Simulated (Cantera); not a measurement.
A closed system holds: 1 mol SiH₂Cl₂, 0.9 mol N₂, 100 mol H₂, at 1.33 mbar.

Equilibrium computed with Cantera from the NASA thermochemical tables; the gas is ideal and each condensed phase is pure. Candidate condensed phases: NH₄Cl, Si, Si₃N₄; 28 gas species. N₂ is the only nitrogen source here; it is nearly inert below about 1500 K, so the nitride shown seldom forms there in practice. Gases not in the tables: Si₂H₆ and higher silanes. Kinetics and transport are ignored.

**Question.** What share of the Si ends up in condensed phases as a function of T (°C), at 427, 627, 827, 1027, 1227, 1427, 1627, 1827?

**Answer.** 
```json
[
 {"T (°C)": "427", "Si condensed (%)": "100.0", "as": "Si₃N₄(s)"},
 {"T (°C)": "627", "Si condensed (%)": "100.0", "as": "Si₃N₄(s)"},
 {"T (°C)": "827", "Si condensed (%)": "100.0", "as": "Si₃N₄(s)"},
 {"T (°C)": "1027", "Si condensed (%)": "97.1", "as": "Si₃N₄(s)"},
 {"T (°C)": "1227", "Si condensed (%)": "89.5", "as": "Si(s)"},
 {"T (°C)": "1427", "Si condensed (%)": "82.5", "as": "Si(l)"},
 {"T (°C)": "1627", "Si condensed (%)": "0.0", "as": "-"},
 {"T (°C)": "1827", "Si condensed (%)": "0.0", "as": "-"}
]
```
